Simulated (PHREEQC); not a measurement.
**Buffer (model solution)**

Consider water at 30 °C with 1 mmol/kgw H3BO3, 15 mmol/kgw NH3 and 38 mmol/kgw KCl. Closed to the air; pH follows from the charge balance.

All values are PHREEQC results (ion-association model, wateq4f.dat), not measurements.

Precipitation was switched off in this run.

Predict the pH, ionic strength.

pH 10.22; ionic strength 0.0392 mol/kgw.

In which forms is B present?

H2BO3- 93 %, H3BO3 7.1 % of the B.

Complexes and solids missing from the database can't appear.
